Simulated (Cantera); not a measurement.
Feed: 1 mol MgCO3, 0.056 mol SO3, 1.5 mol CO2, at 675 K and 1800 Torr.

These are equilibrium values from Cantera (NASA tables, ideal gas, pure condensed phases), not measurements of a reactor. Candidate condensed phases: C, Mg, MgCO3, MgO, MgS, MgSO4, S; 26 gas species. Rates play no part.

Base state: CO2 1.00 (mole fractions); condensed: MgCO3(s) + MgSO4(s).

Problem. What changes in the equilibrium state with this change: temperature from 675 K to 1225 K?

Solution. 
```
species        before     after
-------------  ------  --------
CO2              1.00     0.968
SO2             <1e-9    0.0210
O2              <1e-9    0.0105
SO3             <1e-9  0.000702
MgCO3(s), mol   0.944         0
MgSO4(s), mol  0.0560         0
MgO(s), mol         0      1.00
```
